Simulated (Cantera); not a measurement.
Charge: 1 mol SiH4, a varied amount of N2O, held at 575 K and 0.0133 bar.

These are equilibrium values from Cantera (NASA tables, ideal gas, pure condensed phases), not measurements of a reactor. Candidate condensed phases: H2O, Si, SiO2, Si2N2O, Si3N4; 35 gas species. Rates play no part.

Question: Which condensed phases are stable at each of these points (n(N2O) (mol)): 0.24, 0.37, 0.56, 0.84, 1.3, 1.9, 2.9, 4.4, 6.6, 10, 15, 23?

Answer: 
```tsv
n(N2O) (mol)	condensed phases	Si condensed (%)
0.24	Si(s) + Si2N2O(s)	100.0
0.37	Si(s) + Si2N2O(s)	100.0
0.56	SiO2(α-quartz) + Si2N2O(s)	100.0
0.84	SiO2(α-quartz) + Si2N2O(s)	100.0
1.3	SiO2(α-quartz) + Si2N2O(s)	100.0
1.9	SiO2(α-quartz) + Si2N2O(s)	100.0
2.9	SiO2(α-quartz)	100.0
4.4	SiO2(α-quartz)	100.0
6.6	SiO2(α-quartz)	100.0
10	SiO2(α-quartz)	100.0
15	SiO2(α-quartz)	100.0
23	SiO2(α-quartz)	100.0
```

From 0.24 mol N2O to 0.37 mol N2O the condensed part is Si(s) + Si2N2O(s). From 0.56 mol N2O to 1.9 mol N2O the condensed part is SiO2(α-quartz) + Si2N2O(s). From 2.9 mol N2O to 23 mol N2O the condensed part is SiO2(α-quartz).
